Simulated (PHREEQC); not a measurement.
Consider water at 25 °C with 0.049 mol CsCl, 0.0016 mol Ca(HCO3)2 and 0.00047 mol HBF4 per kg of water. Closed to the air; pH follows from the charge balance.

Computed with PHREEQC (ion-association model, wateq4f.dat).

Each row changes one thing in this solution. No solid was allowed to form.

| case | pH | CaF+ (mol/kgw) | HF (mol/kgw) | H2BO3- (mol/kgw) | BF(OH)3- (mol/kgw) | BF2(OH)2- (mol/kgw) | SI of Fluorite (CaF2) | SI of Portlandite (Ca(OH)2) |
|---|---|---|---|---|---|---|---|---|
| as made | 6.11 | 1.16e-5 | 1.74e-6 | 4.39e-7 | 3.58e-7 | 4.52e-8 | +1.82 | -13.72 |
| temperature from 25 to 35 °C | 6.06 | 1.43e-5 | 2.30e-6 | 4.77e-7 | 3.95e-7 | 5.42e-8 | +1.70 | -13.08 |
| temperature from 25 to 55 °C | 6.04 | 2.07e-5 | 3.56e-6 | ? | 4.73e-7 | 6.66e-8 | +1.52 | -11.81 |
| Ca(HCO3)2 replaced by CaCl2 at the same molality | 3.10 | 5.65e-6 | ? | 4.01e-10 | 1.62e-7 | 1.01e-5 | +1.19 | -19.74 |
| 0.034 mol/kgw Cs2SO4 added | 6.07 | 4.99e-6 | 1.69e-6 | 4.62e-7 | ? | 4.70e-8 | +1.38 | -14.16 |
| temperature from 25 to 20 °C | 6.14 | 1.04e-5 | ? | 4.29e-7 | 3.39e-7 | 4.03e-8 | +1.88 | ? |

**Question.** Some entries are withheld; supply them.

**Answer.** 
- temperature from 25 to 55 °C, H2BO3- (mol/kgw): 6.22e-7
- Ca(HCO3)2 replaced by CaCl2 at the same molality, HF (mol/kgw): 0.000862
- 0.034 mol/kgw Cs2SO4 added, BF(OH)3- (mol/kgw): 3.74e-7
- temperature from 25 to 20 °C, HF (mol/kgw): 1.49e-6
- temperature from 25 to 20 °C, SI of Portlandite (Ca(OH)2): -14.05

Species that the database lacks are ignored. Some of these states are supersaturated (in Fluorite, for instance). Constants without temperature data keep their 25 °C values here. Real BF4- forms and hydrolyses slowly; the run takes it at equilibrium.
